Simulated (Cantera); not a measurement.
A closed system holds: 1 mol SiC, 0.0085 mol O2, 480 mol H2, at 0.480 Pa.

Method: chemical equilibrium by Gibbs-energy minimisation in Cantera with the NASA 1993 tables (ideal gas, pure condensed phases). Candidate condensed phases: C, C6H6, C7H8, C8H18, H2O, Si, SiC, SiO2; 123 gas species. Equilibrium is a limit: real reactors are often held back by kinetics, nucleation or transport.

log p: log10 of the partial pressure in bar; n: condensed amount in mol.

```csv
T (K),log p H2,log p H,log p Si,log p C2H2 (acetylene),n SiC(s),n C(graphite)
1225,-5.32,-9.17,-12.51,-15.43,0.991,0
1300,-5.32,[?],[?],[?],0.991,0
1375,-5.32,-8.12,-10.39,-13.81,0.989,0
1450,-5.32,-7.68,-9.85,-12.40,0.984,0
1525,-5.32,[?],[?],[?],0.978,0
1600,-5.33,-6.93,-8.99,-9.89,0.895,0.0612
1675,-5.34,-6.61,-8.23,-9.58,0.388,0.530
```

Q: What belongs in the gaps?

A: 
- 1300, log p H: -8.62
- 1300, log p Si: -11.34
- 1300, log p C2H2 (acetylene): -14.66
- 1525, log p H: -7.29
- 1525, log p Si: -9.66
- 1525, log p C2H2 (acetylene): -10.57
